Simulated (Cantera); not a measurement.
An isothermal, constant-pressure homogeneous reactor starts with C2H6 : N2 = 1 : 7.2 (molar parts), at 1125 K and 0.217 atm.

Computed with Cantera and GRI-Mech 3.0 (53 species, 325 reactions). GRI-Mech 3.0 stops at C3 and has no aromatics, soot or wall deposition, so with more carbon than oxygen in the feed, carbon stays in small species such as C2H2 where larger ones or solid carbon would form.

x: mole fraction; the columns are a selection and need not sum to one.

```tsv
t (s)	x C2H6	x C2H	x C2H4	x HCN	x CH3	x H
8.00e-5	0.122	<1e-12	6.46e-8	<1e-12	1.10e-6	3.21e-9
0.000246	0.122	<1e-12	…	<1e-12	…	…
0.000759	0.122	<1e-12	3.34e-5	<1e-12	4.36e-6	1.53e-7
0.00234	0.121	<1e-12	…	<1e-12	…	…
0.00721	0.118	<1e-12	0.00293	<1e-12	1.26e-5	8.07e-7
0.0222	0.109	<1e-12	0.0113	1.50e-12	1.23e-5	8.68e-7
0.0684	0.0815	1.41e-12	0.0338	2.07e-12	1.04e-5	9.95e-7
0.211	0.0311	4.36e-12	0.0736	2.54e-12	6.35e-6	1.22e-6
0.649	0.00323	6.62e-12	0.0886	2.77e-12	1.98e-6	7.76e-7
2.00	0.000822	6.31e-12	0.0802	2.83e-12	1.01e-6	4.37e-7
```

**Question.** Some entries are withheld; supply them.

**Answer.** 
- 0.000246, x C2H4: 1.65e-6
- 0.000246, x CH3: 2.63e-6
- 0.000246, x H: 2.60e-8
- 0.00234, x C2H4: 0.000427
- 0.00234, x CH3: 7.44e-6
- 0.00234, x H: 5.07e-7
